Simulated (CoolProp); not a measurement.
Vapour-liquid equilibrium of cyclohexane (1) + m-xylene (2) at 506.7 K; x and y are mole fractions of (1).

The numbers come from the multi-fluid Helmholtz-energy mixture model, Zhou 2014 and Zhou 2012; pair parameters Bell 2016 in CoolProp.

```tsv
x	bubble pressure (kPa)	y at the bubble point	dew pressure at overall composition x (kPa)	liquid density (mol/L)
0.05	831.4	0.121	784.1	6.113
0.125	947.1	0.266	834.6	6.127
0.2	1061	0.381	891.2	6.139
0.275	1173	0.475	955.2	6.149
0.35	1283	0.554	1028	6.158
0.425	1391	0.622	1111	6.164
0.5	1497	0.682	1206	6.169
0.575	1603	0.737	1314	6.172
0.65	1708	0.787	1439	6.173
0.725	1814	0.834	1580	6.172
0.8	1921	0.880	1737	6.169
0.875	2029	0.925	1909	6.165
0.95	2139	0.970	2090	6.159
```

No azeotrope shows between x = 0.05 and 0.95.

Pair parameters are fitted to limited data, so mixtures are less certain than the pure fluids.
